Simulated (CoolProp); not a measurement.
A single-stage vapour-compression cycle with c-C4F8 (RC318): evaporating at 243.15 K (dew point), condensing at 264.15 K (bubble point), superheat 10 K, subcooling 2 K, compressor efficiency 0.75, no pressure losses. Each further row changes one setting.

Values from CoolProp's reference Helmholtz-energy equation of state, Platzer 1990. This equation is an older, rougher fit; its heat capacities, sound speeds and derivatives of the liquid may be far off and weren't checked against measurements.

| case | cooling COP | pressure ratio | discharge temperature (K) | refrigerating effect (kJ/kg) | volumetric capacity (kJ/m³) |
|---|---|---|---|---|---|
| as stated | (withheld) | 2.68 | 273.4 | 113 | 363 |
| evaporating temperature 248.15 K | 11.1 | 2.08 | 273.3 | 116 | 474 |
| condensing temperature 259.15 K | 10.9 | 2.16 | (withheld) | 118 | 379 |
| subcooling 7 K | 8.48 | 2.68 | 273.4 | 118 | 379 |
| superheat 20 K | 8.29 | 2.68 | (withheld) | 120 | 370 |
| compressor efficiency 0.65 | 7.03 | 2.68 | 276.2 | 113 | 363 |

Task: Some entries are withheld; supply them.

Result: 
- as stated, cooling COP: 8.12
- condensing temperature 259.15 K, discharge temperature (K): 268.9
- superheat 20 K, discharge temperature (K): 283.6
